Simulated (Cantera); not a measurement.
A Cantera script and its output.

```python
import numpy as np
import cantera as ct

surf = ct.Interface("ptcombust.yaml", "Pt_surf")
gas = surf.adjacent["gas"]
gas.TPX = 300, 2400, {'CH4': 0.011, 'O2': 0.079, 'N2': 0.79}
jet = ct.ImpingingJet(gas=gas, width=0.071, surface=surf)
jet.inlet.mdot, jet.inlet.T, jet.inlet.X = 0.061, 300, {'CH4': 0.011, 'O2': 0.079, 'N2': 0.79}
jet.set_refine_criteria(ratio=10, slope=0.2, curve=0.3)
show, cover = ['CH4', 'O2', 'H2O', 'OH', 'CO', 'CO2'], ["PT(S)", "H(S)", "O(S)", "OH(S)", "CO(S)", "C(S)"]

rows = []
print(f"{'Ts/K':>7s}" + "".join(f"{s:>11s}" for s in show + cover) + "   (gas at the wall, coverages)")
for i, Ts in enumerate([850, 900, 950, 1000, 1050, 1100, 1150]):
    jet.surface.T = Ts
    if i == 0:
        surf.TP = Ts, 2400
        surf.coverages = "PT(S):0.5, O(S):0.5"
        surf.advance_coverages(1.0)
        jet.set_initial_guess(products="inlet")
    jet.solve(loglevel=0, auto=(i == 0))
    rows.append([*(jet.X[gas.species_index(s), -1] for s in show), *surf[cover].coverages])
    print(f"{Ts:7g}" + "".join(f"{x:11.3e}" for x in rows[-1]))
```

Output:

```
   Ts/K        CH4         O2        H2O         OH         CO        CO2      PT(S)       H(S)       O(S)      OH(S)      CO(S)       C(S)   (gas at the wall, coverages)
    850  1.051e-02  8.555e-02  3.712e-03  6.363e-09  3.443e-06  2.428e-03  2.105e-01  1.221e-08  7.891e-01  3.238e-04  3.492e-06  8.923e-09
    900  9.154e-03  8.267e-02  6.235e-03  2.554e-08  4.294e-06  4.086e-03  2.847e-01  3.600e-08  7.149e-01  3.701e-04  2.861e-06  1.018e-08
    950  7.751e-03  7.969e-02  8.824e-03  8.363e-08  5.085e-06  5.792e-03  3.614e-01  8.639e-08  6.383e-01  3.822e-04  2.184e-06  1.046e-08
   1000  6.498e-03  7.704e-02  1.113e-02  2.320e-07  5.857e-06  7.312e-03  4.377e-01  1.787e-07  5.619e-01  3.686e-04  1.621e-06  1.014e-08
   1050  5.473e-03  7.488e-02  1.300e-02  5.685e-07  6.702e-06  8.548e-03  5.114e-01  3.312e-07  4.883e-01  3.396e-04  1.202e-06  9.572e-09
   1100  4.668e-03  7.319e-02  1.445e-02  1.252e-06  7.718e-06  9.511e-03  5.813e-01  5.669e-07  4.184e-01  3.034e-04  9.084e-07  9.012e-09
   1150  4.054e-03  7.191e-02  1.555e-02  2.527e-06  9.022e-06  1.023e-02  6.457e-01  9.106e-07  3.540e-01  2.653e-04  7.050e-07  8.546e-09
```

Computed with Cantera and Deutschmann's 1995 Pt surface mechanism with GRI-Mech 3.0 gas chemistry. Catalytic surfaces can have several steady states; this one follows from the mechanism file's or the stated starting coverage.
